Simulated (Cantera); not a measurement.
Feed: 1 mol Si2Cl6, 0.022 mol Cl2, a varied amount of H2, at 1025 K and 0.800 bar.

Method: chemical equilibrium by Gibbs-energy minimisation in Cantera with the NASA 1993 tables (ideal gas, pure condensed phases). Candidate condensed phases: Si; 19 gas species. The feed counts by its element totals alone. The tables' values for SiCl3 are old estimates; treat these amounts as uncertain. Kinetics and transport are ignored.

**Question.** At 260 mol H2, list the 5 most abundant gas species with their mole fractions, and the condensed phases.

**Answer.** H2 0.989, HCl 0.00581, SiHCl3 0.00279, SiCl4 0.00191, SiH2Cl2 0.000453. Condensed: Si(s).
